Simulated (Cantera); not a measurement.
Feed: 1 mol Si(CH3)4, 0.029 mol C2H4, 2.7 mol H2, at 2298.15 K and 44.0 mbar.

Equilibrium computed with Cantera from the NASA thermochemical tables; the gas is ideal and each condensed phase is pure. Candidate condensed phases: C, C6H6, C7H8, C8H18, Si, SiC; 87 gas species. Gases not in the tables: Si2H6 and higher silanes. The numbers say what is thermodynamically allowed, not how fast it happens.

Base state: H2 0.948, H 0.0445, C2H2 (acetylene) 0.00406, Si 0.00298, SiC2 0.000408, Si2C 0.000240, SiH 0.000224, SiH2 6.26e-5 (mole fractions); condensed: C(graphite) + SiC(s).

Problem. What changes in the equilibrium state with this change: 0.38 mol H2O added?

Solution. 
| species | before | after |
|---|---|---|
| H2 | 0.948 | 0.910 |
| H | 0.0445 | 0.0436 |
| CO | 0 | 0.0383 |
| Si | 0.00298 | 0.00298 |
| SiO | 0 | 0.000648 |
| C2H2 (acetylene) | 0.00406 | 0.00389 |
| C(graphite), mol | 3.01 | 2.64 |
| SiC(s), mol | 0.963 | 0.953 |
Further candidate phases: H2O, SiO2.
